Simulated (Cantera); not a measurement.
An isothermal, constant-pressure homogeneous reactor starts with H₂ : O₂ : N₂ = 0.21 : 1 : 0.19 (molar parts), equivalence ratio 0.10, at 1425 K and 10.00 Torr.

Model: the H2/O2 subset of GRI-Mech 3.0, which has no nitrogen chemistry, integrated in Cantera. Radical loss at walls, strong at low pressure, is not modelled. The temperature is held fixed by assumption; the heat of reaction is taken as removed at once.

x: mole fraction; the columns are a selection and need not sum to one.

```json
[
 {"t (s)": "0.000200", "x H₂": "0.150", "x O₂": "0.714", "x HO₂": "7.04e-7", "x H": "7.33e-6", "x OH": "5.04e-6", "x H₂O": "1.28e-5"},
 {"t (s)": "0.000469", "x H₂": "0.140", "x O₂": "0.708", "x HO₂": "1.95e-6", "x H": "0.00372", "x OH": "0.00253", "x H₂O": "0.00692"},
 {"t (s)": "0.00110", "x H₂": "0.00699", "x O₂": "0.612", "x HO₂": "3.70e-6", "x H": "0.0390", "x OH": "0.0148", "x H₂O": "0.116"},
 {"t (s)": "0.00257", "x H₂": "0.00663", "x O₂": "0.615", "x HO₂": "3.72e-6", "x H": "0.0366", "x OH": "0.0144", "x H₂O": "0.119"},
 {"t (s)": "0.00603", "x H₂": "0.00614", "x O₂": "0.623", "x HO₂": "3.76e-6", "x H": "0.0316", "x OH": "0.0140", "x H₂O": "0.123"},
 {"t (s)": "0.0141", "x H₂": "0.00506", "x O₂": "0.637", "x HO₂": "3.79e-6", "x H": "0.0224", "x OH": "0.0128", "x H₂O": "0.132"},
 {"t (s)": "0.0331", "x H₂": "0.00315", "x O₂": "0.659", "x HO₂": "3.57e-6", "x H": "0.0102", "x OH": "0.0103", "x H₂O": "0.144"},
 {"t (s)": "0.0777", "x H₂": "0.00117", "x O₂": "0.679", "x HO₂": "2.59e-6", "x H": "0.00217", "x OH": "0.00636", "x H₂O": "0.155"},
 {"t (s)": "0.182", "x H₂": "0.000270", "x O₂": "0.688", "x HO₂": "1.14e-6", "x H": "0.000236", "x OH": "0.00307", "x H₂O": "0.160"},
 {"t (s)": "0.427", "x H₂": "___", "x O₂": "0.690", "x HO₂": "___", "x H": "___", "x OH": "___", "x H₂O": "0.161"},
 {"t (s)": "1.00", "x H₂": "___", "x O₂": "0.691", "x HO₂": "___", "x H": "___", "x OH": "___", "x H₂O": "0.162"}
]
```

### Question
Fill in the missing entries.

### Answer

- 0.427, x H₂: 5.60e-5
- 0.427, x HO₂: 3.59e-7
- 0.427, x H: 2.21e-5
- 0.427, x OH: 0.00140
- 1.00, x H₂: 1.33e-5
- 1.00, x HO₂: 1.32e-7
- 1.00, x H: 2.58e-6
- 1.00, x OH: 0.000686
